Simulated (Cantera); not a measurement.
Charge: 1 mol Si2H6, 0.47 mol H2O, 9.7 mol CO2, held at 1700 K and 1.60 mbar.

These are equilibrium values from Cantera (NASA tables, ideal gas, pure condensed phases), not measurements of a reactor. Candidate condensed phases: C, C6H6, C7H8, C8H18, H2O, Si, SiC, SiO2; 123 gas species. The feed counts by its element totals alone. The tables hold silica as quartz up to 1696 K and as liquid above; real silica turns to tridymite and cristobalite and melts near 1996 K. Rates play no part.

Base state: CO 0.448, CO2 0.288, H2O 0.180, H2 0.0823, H 0.00106, OH 0.000120, SiO 7.87e-5 (mole fractions); condensed: SiO2(condensed).

What changes in the equilibrium state with this change: temperature from 1700 K to 623 K?


| species | before | after |
|---|---|---|
| CO2 | 0.288 | 0.638 |
| H2 | 0.0823 | 0.193 |
| H2O | 0.180 | 0.116 |
| CO | 0.448 | 0.0500 |
| SiO | 7.87e-5 | <1e-9 |
| CH4 | <1e-9 | 0.00304 |
| H | 0.00106 | <1e-9 |
| OH | 0.000120 | <1e-9 |
| SiO2(condensed), mol | 2.00 | 0 |
| C(graphite), mol | 0 | 2.10 |
| SiO2(α-quartz), mol | 0 | 2.00 |
